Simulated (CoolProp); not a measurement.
A single-stage vapour-compression cycle with CH3F (R41): evaporating at 198.15 K (dew point), condensing at 242.15 K (bubble point), superheat 5 K, subcooling 5 K, compressor efficiency 0.9, no pressure losses. Each further row changes one setting.

Values from CoolProp's reference Helmholtz-energy equation of state, Lemmon 2006. It is a short technical equation, of lower accuracy than the large ones.

```csv
case,cooling COP,pressure ratio,discharge temperature (K),refrigerating effect (kJ/kg),volumetric capacity (kJ/m³)
as stated,3.28,6.52,324.1,406,1040
evaporating temperature 203.15 K,3.90,5.04,311.8,409,1330
condensing temperature 237.15 K,3.79,5.47,311.0,417,1070
subcooling 10 K,3.37,6.52,324.1,417,1070
superheat 15 K,3.19,6.52,339.1,417,1010
compressor efficiency 0.8,2.91,6.52,336.5,406,1040
```
